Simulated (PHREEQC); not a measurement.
**Leach liquor**

Consider water at 85 °C with 0.31 mol/kgw H2SO4, 0.00027 mol/kgw ZnSO4 and 0.19 mol/kgw MgSO4. Closed to the air; pH follows from the charge balance.

Equilibrium calculation in PHREEQC: ion-association model, wateq4f.dat.

This is a speciation only: nothing precipitates in the calculation.

What pH does the model give?

pH 0.80.

In which forms is S present?

HSO4- 81 %, MgSO4 15 %, SO4-2 4.3 % of the S.

Constants without temperature data keep their 25 °C values here.
